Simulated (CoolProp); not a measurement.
A single-stage vapour-compression cycle with toluene: evaporating at 327.15 K (dew point), condensing at 356.15 K (bubble point), superheat 8 K, subcooling 8 K, compressor efficiency 0.7, no pressure losses. Each further row changes one setting.

Computed with CoolProp (reference Helmholtz-energy equation of state, Lemmon 2006). It is a short technical equation, of lower accuracy than the large ones.

```json
[
 {"case": "as stated", "cooling COP": "7.64", "pressure ratio": "2.96", "discharge temperature (K)": "371.9", "refrigerating effect (kJ/kg)": "367", "volumetric capacity (kJ/m³)": "178"},
 {"case": "evaporating temperature 332.15 K", "cooling COP": "___", "pressure ratio": "2.42", "discharge temperature (K)": "370.1", "refrigerating effect (kJ/kg)": "374", "volumetric capacity (kJ/m³)": "219"},
 {"case": "condensing temperature 351.15 K", "cooling COP": "9.36", "pressure ratio": "___", "discharge temperature (K)": "366.1", "refrigerating effect (kJ/kg)": "377", "volumetric capacity (kJ/m³)": "183"},
 {"case": "subcooling 13 K", "cooling COP": "___", "pressure ratio": "2.96", "discharge temperature (K)": "371.9", "refrigerating effect (kJ/kg)": "377", "volumetric capacity (kJ/m³)": "183"},
 {"case": "superheat 18 K", "cooling COP": "7.68", "pressure ratio": "2.96", "discharge temperature (K)": "381.9", "refrigerating effect (kJ/kg)": "___", "volumetric capacity (kJ/m³)": "179"},
 {"case": "compressor efficiency 0.6", "cooling COP": "6.55", "pressure ratio": "2.96", "discharge temperature (K)": "377.4", "refrigerating effect (kJ/kg)": "367", "volumetric capacity (kJ/m³)": "178"}
]
```

Problem. Fill in the missing entries.

Solution. 
- evaporating temperature 332.15 K, cooling COP: 9.50
- condensing temperature 351.15 K, pressure ratio: 2.49
- subcooling 13 K, cooling COP: 7.83
- superheat 18 K, refrigerating effect (kJ/kg): 380
